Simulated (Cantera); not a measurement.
A Cantera script and its output.

```python
import numpy as np
import cantera as ct

gas = ct.Solution("gri30.yaml")
gas.TP = 300, 140000
flame = ct.CounterflowDiffusionFlame(gas, width=0.02)
flame.fuel_inlet.X, flame.fuel_inlet.T = {'CH4': 1, 'C2H6': 0.54}, 350
flame.oxidizer_inlet.X, flame.oxidizer_inlet.T = {'O2': 0.21, 'N2': 0.79}, 400
flame.set_refine_criteria(ratio=3, slope=0.12, curve=0.24, prune=0.03)
show = ['OH', 'H', 'NO', 'CO', 'C2H2']

rows = []
print(f"{'mdot':>8s}{'a_max':>10s}{'a_mean':>10s}{'Tmax/K':>9s}" + "".join(f"{s:>11s}" for s in show) + "   (peak mole fractions)")
for i, mdot in enumerate([0.35, 0.52, 0.76, 1.1, 1.7, 2.5, 3.7, 5.4, 8]):  # kg/m2/s on the oxidiser side
    flame.oxidizer_inlet.mdot, flame.fuel_inlet.mdot = mdot, 0.86 * mdot
    flame.solve(loglevel=0, auto=(i == 0))
    if flame.T.max() < max(350, 400) + 100:
        print(f"{mdot:8.3g}  no burning solution found from the previous one")
        break
    dT = np.abs(np.gradient(flame.T, flame.grid))
    rows.append([flame.strain_rate("max"), flame.strain_rate("mean"), flame.T.max(),
                 *(flame.X[gas.species_index(s)].max() for s in show), max(dT[0], dT[-1]) / dT.max()])
    print(f"{mdot:8.3g}{rows[-1][0]:10.1f}{rows[-1][1]:10.1f}{rows[-1][2]:9.1f}" + "".join(f"{x:11.3e}" for x in rows[-1][3:-1]))
```

Output:

```
    mdot     a_max    a_mean   Tmax/K         OH          H         NO         CO       C2H2   (peak mole fractions)
    0.35     169.7      29.3   2102.3  6.951e-03  3.161e-03  2.549e-04  5.086e-02  2.448e-02
    0.52     242.6      43.6   2083.8  7.008e-03  3.396e-03  2.355e-04  5.049e-02  2.292e-02
    0.76     343.7      63.7   2066.2  7.039e-03  3.635e-03  2.148e-04  5.042e-02  2.144e-02
     1.1     483.7      92.2   2049.0  7.039e-03  3.878e-03  1.922e-04  5.061e-02  2.002e-02
     1.7     721.8     142.5   2023.3  6.904e-03  4.117e-03  1.600e-04  5.094e-02  1.808e-02
     2.5    1027.6     209.5   1996.4  6.652e-03  4.264e-03  1.279e-04  5.146e-02  1.614e-02
     3.7    1470.1     310.1   1962.4  6.219e-03  4.292e-03  9.294e-05  5.233e-02  1.386e-02
     5.4    2072.7     452.6   1918.9  5.549e-03  4.113e-03  5.844e-05  5.365e-02  1.116e-02
       8    2927.8     670.5   1831.6  4.086e-03  3.259e-03  2.047e-05  5.542e-02  6.686e-03
```

Cantera simulation using GRI-Mech 3.0 (53 species, 325 reactions); the numbers are that mechanism's predictions, not measurements. GRI-Mech 3.0 has no aromatics or soot, which form on the fuel side of real flames. The maximum strain rate includes the flame's own expansion and is several times the mean.
